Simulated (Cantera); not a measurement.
# Thermodynamics of fluorocarbon and chlorocarbon gases, feed CF4 + CH4 + H2

A closed system holds: 1 mol CF4, 0.0079 mol CH4, 0.43 mol H2, at 0.0495 Torr.

Equilibrium computed with Cantera from the NASA thermochemical tables; the gas is ideal and each condensed phase is pure. Candidate condensed phases: C, C6H6, C7H8, C8H18; 95 gas species. Gases not in the tables: C2F6 and larger saturated fluorocarbons. Kinetics and transport are ignored.

From 802 °C to 1502 °C the condensed part is C(graphite). The main C-bearing gas is CF4 throughout.

| T (°C) | log p HF | log p CF4 | log p F | log p CF2 | log p CF3 | log p CF | log p H | log p C2F4 | n C(graphite) |
|---|---|---|---|---|---|---|---|---|---|
| 802 | -4.45 | -4.51 | -11.19 | -10.49 | -11.02 | <-16 | -15.35 | -15.96 | 0.231 |
| 902 | -4.45 | -4.51 | -9.88 | -9.33 | -10.08 | -15.30 | -14.26 | -14.82 | 0.231 |
| 1002 | -4.45 | -4.51 | -8.78 | -8.35 | -9.28 | -13.60 | -13.33 | -13.85 | 0.231 |
| 1102 | -4.45 | -4.51 | -7.84 | -7.51 | -8.61 | -12.15 | -12.54 | -13.02 | 0.230 |
| 1202 | -4.45 | -4.51 | -7.02 | -6.79 | -8.02 | -10.90 | -11.85 | -12.31 | 0.229 |
| 1302 | -4.46 | -4.52 | -6.31 | -6.17 | -7.52 | -9.82 | -11.25 | -11.70 | 0.225 |
| 1402 | -4.47 | -4.56 | -5.69 | -5.63 | -7.10 | -8.87 | -10.72 | -11.18 | 0.213 |
| 1502 | -4.51 | -4.66 | -5.16 | -5.20 | -6.78 | -8.04 | -10.26 | -10.80 | 0.188 |
log p: log10 of the partial pressure in bar; n: condensed amount in mol.
